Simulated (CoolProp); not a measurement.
A simple Rankine cycle with n-pentane: condensing at 326.15 K, boiler at 0.504 MPa, turbine inlet 368.1 K, turbine efficiency 0.65, pump efficiency 0.8, no recuperator. Each further row changes one setting.

The numbers come from the reference Helmholtz-energy equation of state, Thol 2019 in CoolProp.

```tsv
case	thermal efficiency (%)	net work (kJ/kg)	heat in (kJ/kg)	turbine exit temperature (K)	volume ratio over the turbine
as stated	6.1	25.0	411	348.4	2.99
turbine inlet 388.1 K	5.9	26.9	454	369.3	2.95
condensing temperature 318.15 K	7.2	30.9	430	344.5	3.83
boiler pressure 0.353 MPa	4.1	17.3	418	355.8	2.04
turbine efficiency 0.55	5.1	21.0	411	350.5	3.01
```
